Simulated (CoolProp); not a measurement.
Toluene along the isotherm 346.85 °C: fugacity coefficient from the reference equation and from simpler models built on Tc = 318.6 °C, pc = 4.126 MPa, ω = 0.266; each cubic takes its own stable root.

Values from CoolProp's reference Helmholtz-energy equation of state, Lemmon 2006. It is a short technical equation, of lower accuracy than the large ones.

| p (MPa) | phase | reference | Redlich-Kwong | Soave-Redlich-Kwong | Peng-Robinson |
|---|---|---|---|---|---|
| 5.16 | supercritical | 0.6323 | 0.6424 | 0.6543 | 0.6286 |
| 10.3 | supercritical | 0.3970 | 0.4165 | 0.4307 | 0.4048 |
| 15.5 | supercritical | 0.3154 | 0.3390 | 0.3519 | 0.3242 |
| 20.6 | supercritical | 0.2794 | 0.3057 | 0.3180 | 0.2878 |
| 25.8 | supercritical | 0.2616 | 0.2904 | 0.3026 | 0.2692 |
| 30.9 | supercritical | 0.2540 | 0.2854 | 0.2978 | 0.2606 |
| 36.1 | supercritical | 0.2526 | 0.2869 | 0.2997 | 0.2581 |
| 41.3 | supercritical | 0.2556 | 0.2932 | 0.3065 | 0.2599 |
